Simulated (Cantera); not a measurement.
Charge: 1 mol CuF₂, 7.8 mol H₂, 1.5 mol HF, at 9.80 mbar.

Equilibrium computed with Cantera from the NASA thermochemical tables; the gas is ideal and each condensed phase is pure. Candidate condensed phases: Cu, CuF₂; 15 gas species. Rates play no part.

Q: Which condensed phases are stable at each of these points (T (°C)): 827, 902, 977, 1052, 1127, 1202, 1277, 1352, 1427, 1502?

A: 
| T (°C) | condensed phases | Cu condensed (%) |
|---|---|---|
| 827 | Cu(s) | 100.0 |
| 902 | Cu(s) | 100.0 |
| 977 | Cu(s) | 100.0 |
| 1052 | Cu(s) | 100.0 |
| 1127 | Cu(l) | 99.8 |
| 1202 | Cu(l) | 99.4 |
| 1277 | Cu(l) | 97.9 |
| 1352 | Cu(l) | 93.7 |
| 1427 | Cu(l) | 82.5 |
| 1502 | Cu(l) | 54.4 |

From 827 °C to 1052 °C the condensed part is Cu(s). From 1127 °C to 1502 °C the condensed part is Cu(l).
